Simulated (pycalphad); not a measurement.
CALPHAD calculation (pycalphad, COST 507 light-alloy database (1999)), 1 atm. The database dates from 1999; later assessments differ in places, in temperatures and in the compounds included. Diffusion is slow at the low end, where real alloys seldom reach equilibrium.

Molar enthalpy of Fe-8.11Si (at.%) in equilibrium (SER reference):

```json
[
 {"T (°C)": "1977", "H (kJ/mol)": "80.57", "phases": "LIQUID"},
 {"T (°C)": "1827", "H (kJ/mol)": "73.90", "phases": "LIQUID"},
 {"T (°C)": "1677", "H (kJ/mol)": "67.23", "phases": "LIQUID"},
 {"T (°C)": "1602", "H (kJ/mol)": "63.89", "phases": "LIQUID"},
 {"T (°C)": "1527", "H (kJ/mol)": "60.56", "phases": "LIQUID"},
 {"T (°C)": "1377", "H (kJ/mol)": "40.70", "phases": "BCC_A2"},
 {"T (°C)": "1302", "H (kJ/mol)": "37.79", "phases": "BCC_A2"},
 {"T (°C)": "1227", "H (kJ/mol)": "34.91", "phases": "BCC_A2"},
 {"T (°C)": "1077", "H (kJ/mol)": "29.21", "phases": "BCC_A2"},
 {"T (°C)": "927", "H (kJ/mol)": "23.50", "phases": "BCC_A2"},
 {"T (°C)": "777", "H (kJ/mol)": "17.43", "phases": "BCC_A2"},
 {"T (°C)": "627", "H (kJ/mol)": "9.98", "phases": "BCC_A2"},
 {"T (°C)": "477", "H (kJ/mol)": "3.72", "phases": "BCC_B2"},
 {"T (°C)": "327", "H (kJ/mol)": "-1.61", "phases": "BCC_B2"}
]
```

Cooling from 1527 °C to 1377 °C, across the freezing range, releases 19.9 kJ/mol, or 371 J/g. The slope is 44 J/(mol K) in the liquid and 39 J/(mol K) just below the solidus, where it includes any heat of precipitation. Liquidus 1466 °C, solidus 1443 °C. Changes were sought between steps of 75 K, so a narrower field can be missed.

BCC_A2 is bcc; BCC_B2 is ordered bcc (B2).
